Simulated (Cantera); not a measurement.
Charge: 1 mol CuO, 3.5 mol H₂, 4.7 mol N₂, equilibrated at 1 atm.

These are equilibrium values from Cantera (NASA tables, ideal gas, pure condensed phases), not measurements of a reactor. Candidate condensed phases: Cu, CuO, Cu(OH)₂, Cu₂O, H₂O; 27 gas species. The numbers say what is thermodynamically allowed, not how fast it happens.

x: gas mole fraction; n: condensed amount in mol.

| T (°C) | x N₂ | x H₂ | x H₂O | x Cu | x H | x NH₃ | x OH | n Cu(s) | n Cu(l) |
|---|---|---|---|---|---|---|---|---|---|
| 777 | 0.573 | 0.305 | 0.122 | 1.04e-10 | [?] | 5.48e-5 | 5.69e-12 | 1.00 | 0 |
| 827 | 0.573 | 0.305 | 0.122 | 5.88e-10 | [?] | 4.10e-5 | 2.53e-11 | 1.00 | 0 |
| 877 | 0.573 | 0.305 | 0.122 | 2.85e-9 | [?] | 3.15e-5 | 9.90e-11 | 1.00 | 0 |
| 927 | 0.573 | 0.305 | 0.122 | 1.21e-8 | [?] | 2.47e-5 | 3.46e-10 | 1.00 | 0 |
| 977 | 0.573 | 0.305 | 0.122 | 4.58e-8 | [?] | 1.97e-5 | 1.09e-9 | 1.00 | 0 |
| 1027 | 0.573 | 0.305 | 0.122 | 1.56e-7 | [?] | 1.60e-5 | 3.17e-9 | 1.000 | 0 |
| 1077 | 0.573 | 0.305 | 0.122 | 4.83e-7 | [?] | 1.32e-5 | 8.49e-9 | 1.000 | 0 |
| 1127 | 0.573 | 0.305 | 0.122 | 1.33e-6 | [?] | 1.10e-5 | 2.12e-8 | 0 | 1.000 |
| 1177 | 0.573 | 0.305 | 0.122 | 3.39e-6 | [?] | 9.35e-6 | 4.98e-8 | 0 | 1.000 |
| 1227 | 0.573 | 0.305 | 0.122 | 8.12e-6 | [?] | 8.00e-6 | 1.10e-7 | 0 | 1.000 |
| 1277 | 0.573 | 0.305 | 0.122 | 1.83e-5 | [?] | 6.91e-6 | 2.32e-7 | 0 | 1.000 |
| 1327 | 0.573 | 0.305 | 0.122 | 3.92e-5 | [?] | 6.03e-6 | 4.67e-7 | 0 | 1.000 |
| 1377 | 0.573 | 0.305 | 0.122 | 8.01e-5 | [?] | 5.30e-6 | 9.01e-7 | 0 | 0.999 |
| 1427 | 0.573 | 0.305 | 0.122 | 0.000157 | [?] | 4.70e-6 | 1.67e-6 | 0 | 0.999 |

### Question
Complete the blanks.

### Answer

- 777, x H: 4.45e-9
- 827, x H: 1.42e-8
- 877, x H: 4.09e-8
- 927, x H: 1.08e-7
- 977, x H: 2.65e-7
- 1027, x H: 6.07e-7
- 1077, x H: 1.31e-6
- 1127, x H: 2.67e-6
- 1177, x H: 5.19e-6
- 1227, x H: 9.66e-6
- 1277, x H: 1.73e-5
- 1327, x H: 2.98e-5
- 1377, x H: 4.98e-5
- 1427, x H: 8.08e-5
